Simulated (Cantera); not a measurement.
A perfectly stirred reactor is fed with CH4 : O2 : N2 = 1 : 2.9 : 10.9 (molar parts), equivalence ratio 0.69, at 760 Torr; it is adiabatic with a 600 K inlet, and is followed from long to short residence time, starting on the burning branch (τ in s: 0.064, 0.028, 0.012, 0.0052, 0.0023, 0.00098, 0.00042, 0.00018, 7.9e-05).

Model: GRI-Mech 3.0 (53 species, 325 reactions), integrated in Cantera.

Q: What does this change do: O2 2.9 to 2.1 parts?

A: 
| quantity | before | after |
|---|---|---|
| blow-out, bracketed by the residence times tried | burning at 79.0 µs, the shortest tried | burning at 0.180 ms, out at 79.0 µs |
| x(CH4) at τ = 64.0 ms | 6.38e-6 | 6.76e-6 |
| x(O2) at τ = 64.0 ms | 0.0604 | 0.00964 |
| x(C2H4) at τ = 64.0 ms | 4.11e-10 | 1.18e-9 |
| x(CH2CO) at τ = 64.0 ms | 2.89e-10 | 1.75e-9 |
| x(H) at τ = 64.0 ms | 7.28e-5 | 0.000333 |
| x(CH4) at τ = 2.30 ms | 6.35e-5 | 6.71e-5 |
| x(O2) at τ = 2.30 ms | 0.0621 | 0.0158 |
| x(C2H4) at τ = 2.30 ms | 1.16e-8 | 3.08e-8 |
| x(CH2CO) at τ = 2.30 ms | 1.22e-8 | 2.91e-8 |
| x(H) at τ = 2.30 ms | 0.000955 | 0.00265 |

Q: What does this change do: 0.51 parts H2O added?

A: 
```tsv
quantity	before	after
blow-out, bracketed by the residence times tried	burning at 79.0 µs, the shortest tried	burning at 0.180 ms, out at 79.0 µs
x(CH4) at τ = 64.0 ms	6.38e-6	7.48e-6
x(O2) at τ = 64.0 ms	0.0604	0.0585
x(C2H4) at τ = 64.0 ms	4.11e-10	6.67e-10
x(CH2CO) at τ = 64.0 ms	2.89e-10	4.02e-10
x(H) at τ = 64.0 ms	7.28e-5	5.64e-5
x(CH4) at τ = 2.30 ms	6.35e-5	7.25e-5
x(O2) at τ = 2.30 ms	0.0621	0.0601
x(C2H4) at τ = 2.30 ms	1.16e-8	1.82e-8
x(CH2CO) at τ = 2.30 ms	1.22e-8	1.67e-8
x(H) at τ = 2.30 ms	0.000955	0.000817
```
